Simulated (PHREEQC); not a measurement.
0.014 g of hydrous ferric oxide (600 m²/g; 0.2 weak and 0.005 strong sites per Fe, Dzombak-Morel constants, diffuse double layer) in 1 kg of water with 0.3 mol/kgw of an inert sodium salt and 8.3e-06 mol NaH2PO4, at 25 °C; the pH is set by adding NaOH or the inert anion's acid. O2 is buffered at 0.21 atm. CO2 from the air is kept out. Nothing may precipitate in this run.

Model: ion-association model, wateq4f.dat, run in PHREEQC.

```tsv
pH	P sorbed (%)	surface charge σ (C/m²)	surface potential ψ (mV)
3	97.1	0.269	110
3.67	97.5	0.248	106
5	98.2	0.164	86
5.67	97.9	0.112	68
6.33	96.0	0.064	45
7.67	60.7	-0.002	-2
8.33	27.6	-0.025	-19
9	6.4	-0.055	-40
10.33	0.1	-0.166	-86
11	0.0	-0.244	-105
```

H3PO4, which wateq4f.dat lacks, is added to it with the constant of phreeqc.dat. The oxide is taken as insoluble; below pH 4 it would dissolve.
